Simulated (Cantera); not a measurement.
What does this Cantera script print?

```python
import numpy as np
import cantera as ct

gas_names = """
    CL CL2 H HCL H2 N NH NH2 NH3 N2 N2H2 N2H4 Si SiCL SiCL2 SiCL3 SiCL4 SiH SiHCL3 SiH2 SiH2CL2 SiH3
    SiH3CL SiH4 SiN Si2 Si2N Si3
""".split()
cond_names = """
    NH4CL(a) NH4CL(b) Si(cr) Si(L) Si3N4(a)
""".split()


def load(file, names, dense=False):
    # The tables refer to 1 bar. Condensed volumes are neglected.
    table = {s.name: s for s in ct.Species.list_from_file(file)}
    out = []
    for n in names:
        d = dict(table[n].input_data)
        d["thermo"] = dict(d["thermo"], **{"reference-pressure": 1e5})
        if dense:
            d["equation-of-state"] = {"model": "constant-volume", "density": "1e6 g/cm^3"}
        out.append(ct.Species.from_dict(d))
    return out


gas = ct.Solution(thermo="ideal-gas", species=load("nasa_gas.yaml", gas_names))
cond = {s.name: ct.Solution(thermo="fixed-stoichiometry", species=[s], name=s.name)
        for s in load("nasa_condensed.yaml", cond_names, dense=True)}
atoms = {
    'SiHCl3': {'Si': 1, 'H': 1, 'CL': 3},
    'Cl2': {'CL': 2},
    'N2': {'N': 2},
}
top_T = {'Si3N4(a)': 2400}  # K; cautious upper limits of use, not melting points


def equilibrate(T, P, feed):
    n = {}
    for name, mol in feed.items():
        for a, k in atoms[name].items():
            n[a] = n.get(a, 0.0) + k * mol
    gas.TPX = T, P, n
    mass = sum(n.values()) * gas.mean_molecular_weight
    gas.equilibrate("TP")
    valid = [c for c in cond.values() if c.min_temp <= T <= top_T.get(c.name, c.max_temp)]
    mix = ct.Mixture([(gas, mass / gas.mean_molecular_weight)] + [(c, 0.0) for c in valid])
    mix.T, mix.P = T, P
    mix.equilibrate("TP", solver="vcs", rtol=1e-11, max_steps=5000)
    return mix


results = []
feed = {'SiHCl3': 1, 'Cl2': 0.1, 'N2': 71}  # mol
P = 1333.22  # Pa
for T in [1450, 1475, 1500, 1525, 1550, 1575, 1600, 1625, 1650, 1675, 1700, 1725]:
    mix = equilibrate(T, P, feed)
    results.append((T, P, feed, dict(zip(mix.species_names, mix.species_moles))))

top = {s: max(r[3][s] / sum(r[3][g] for g in gas_names) for r in results) for s in gas_names}
cols = sorted((s for s in top if top[s] > 0.0001), key=lambda s: -top[s])[:5]
seen = [c for c in cond_names if any(r[3].get(c, 0) > 1e-12 for r in results)]
print("log10 of partial pressures in bar; condensed amounts in mol")
print(f"{'T/K':>10s}" + "".join(f"{s[:9]:>10s}" for s in cols + seen))
for T, P, feed, n in results:
    ng = sum(n[g] for g in gas_names)
    print(f"{T:10.4g}" + "".join(f"{np.log10(max(n[s] / ng * P / 1e5, 1e-99)):10.3f}" for s in cols)
          + "".join(f"{n.get(c, 0):10.4g}" for c in seen))
```

Output:

```
log10 of partial pressures in bar; condensed amounts in mol
       T/K        N2       HCL     SiCL2     SiCL3     SiCL4  Si3N4(a)
      1450    -1.887    -3.778    -3.888    -4.576    -4.701   0.01295
      1475    -1.887    -3.780    -3.841    -4.612    -4.852         0
      1500    -1.887    -3.771    -3.835    -4.620    -4.904         0
      1525    -1.887    -3.764    -3.830    -4.628    -4.954         0
      1550    -1.887    -3.759    -3.825    -4.637    -5.003         0
      1575    -1.887    -3.755    -3.821    -4.646    -5.053         0
      1600    -1.887    -3.752    -3.816    -4.657    -5.106         0
      1625    -1.887    -3.750    -3.811    -4.672    -5.167         0
      1650    -1.887    -3.749    -3.806    -4.693    -5.238         0
      1675    -1.887    -3.748    -3.799    -4.721    -5.325         0
      1700    -1.888    -3.748    -3.792    -4.759    -5.430         0
      1725    -1.888    -3.748    -3.785    -4.807    -5.557         0
```

Cantera equilibrium calculation (NASA polynomials, part measured and part estimated; ideal gas, pure solids and liquids). N2 is the only nitrogen source here; it is nearly inert below about 1500 K, so the nitride shown seldom forms there in practice. The tables' values for SiCl3 are old estimates; treat these amounts as uncertain.
